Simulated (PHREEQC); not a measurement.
Dissolve 30 mmol/kgw HF, 1.8 mmol/kgw Na2CO3 and 0.2 mmol/kgw KCl at 41 °C. Closed to the air; pH follows from the charge balance.

All values are PHREEQC results (ion-association model, wateq4f.dat), not measurements.

Each row changes one thing in this solution. Precipitation was switched off in this run.

```tsv
case	pH	ionic strength (mol/kgw)	HF (mol/kgw)	F- (mol/kgw)	HF2- (mol/kgw)	NaF (mol/kgw)	SI of Halite (NaCl)	SI of Nahcolite (NaHCO3)
as made	2.66	0.00616	0.0221	0.00545	0.000509	9.47e-6	-7.83	-8.45
diluted 100-fold with water	3.74	0.000223	___	0.000220	7.37e-8	___	-11.77	-11.34
0.0034 mol/kgw ZnSO4 added	2.67	0.0166	0.0216	0.00577	0.000528	9.04e-6	-7.88	-8.46
0.00042 mol/kgw NaOH added	2.68	0.00645	0.0218	0.00572	0.000527	1.11e-5	-7.79	___
HF from 0.03 to 0.003 mol/kgw	5.97	0.00380	6.00e-6	0.00299	7.56e-8	5.38e-6	-7.82	___
HF replaced by (CH3)4NF at the same molality	10.23	0.0348	2.90e-9	0.0300	3.69e-10	4.15e-5	-7.93	-5.40
KCl replaced by MnCl2 at the same molality	2.66	___	0.0221	0.00545	0.000509	9.43e-6	-7.54	-8.46
HF from 0.03 to 0.027 mol/kgw	2.70	0.00595	0.0197	0.00531	0.000441	9.25e-6	-7.83	-8.41
```

Q: What belongs in the gaps?

A: 
- diluted 100-fold with water, HF (mol/kgw): 7.93e-5
- diluted 100-fold with water, NaF (mol/kgw): 4.41e-9
- 0.00042 mol/kgw NaOH added, SI of Nahcolite (NaHCO3): -8.38
- HF from 0.03 to 0.003 mol/kgw, SI of Nahcolite (NaHCO3): -5.31
- KCl replaced by MnCl2 at the same molality, ionic strength (mol/kgw): 0.00656

Complexes and solids missing from the database can't appear. Constants without temperature data keep their 25 °C values here.
